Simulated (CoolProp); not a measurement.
Nitrogen along the isobar 3500 kPa: fugacity coefficient from the reference equation and from simpler models built on Tc = 126.2 K, pc = 3396 kPa, ω = 0.037; each cubic takes its own stable root.

Computed with CoolProp (reference Helmholtz-energy equation of state, Span 2000).

| T (K) | phase | reference |
|---|---|---|
| 114.9 | liquid | 0.4476 |
| 125.7 | liquid | 0.6446 |
| 136.6 | supercritical | 0.7412 |
| 147.4 | supercritical | 0.7975 |
| 158.3 | supercritical | 0.8392 |
| 169.1 | supercritical | 0.8708 |
| 179.9 | supercritical | 0.8955 |
| 190.8 | supercritical | 0.9154 |
| 201.6 | supercritical | 0.9314 |
| 212.5 | supercritical | 0.9445 |

**Question.** How far does each simpler model (van der Waals, Redlich-Kwong) lie from the reference over these 10 states: mean and median of the absolute difference, and the worst?

**Answer.** 
- van der Waals: mean 3.5 %, median 1.7 %, worst +19.3 % at 114.9 K and 3500 kPa
- Redlich-Kwong: mean 0.8 %, median 0.7 %, worst +1.6 % at 114.9 K and 3500 kPa
